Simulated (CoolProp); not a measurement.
Octamethyltrisiloxane (MDM) at 490.96 K and 3.77 MPa is throttled through a valve to 0.906 MPa with no heat exchange. Each further row changes one setting.

Values from CoolProp's reference Helmholtz-energy equation of state, Thol 2017.

| case | temperature change (K) | final phase | final density (kg/m³) |
|---|---|---|---|
| as stated | -0.4 | liquid | 587 |
| outlet pressure 0.272 MPa | ___ | ___ | 47.9 |
| outlet pressure 1.18 MPa | ___ | liquid | 590 |

Question: What belongs in the gaps?

Answer: 
- outlet pressure 0.272 MPa, temperature change (K): -22.9
- outlet pressure 0.272 MPa, final phase: two-phase, vapour fraction 0.387
- outlet pressure 1.18 MPa, temperature change (K): -0.3
